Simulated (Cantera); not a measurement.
A perfectly stirred reactor is fed with NH3 : N2 = 1 : 2.2 (molar parts), at 0.0850 bar; it is held at 1825 K, and followed from long to short residence time.

Computed with Cantera and the gas-phase N/H chemistry of the illustrative SiF4/NH3 mechanism in the Surface Chemkin manual (1991). Walls and surfaces, which speed up NH3 decomposition in real reactors, are not modelled.

One state of this run: x NH3 = 0.214; x N = 2.30e-7; x N2H2 = 7.86e-7; x NH = 3.76e-6; x NH2 = 0.000239; x N2H4 = 1.07e-8. x: mole fraction; the columns are a selection and need not sum to one.

### Question
Which value of τ (s) does it belong to?
(A) 0.085
(B) 0.84
(C) 8.3
(D) 0.27

### Answer
B, 0.84
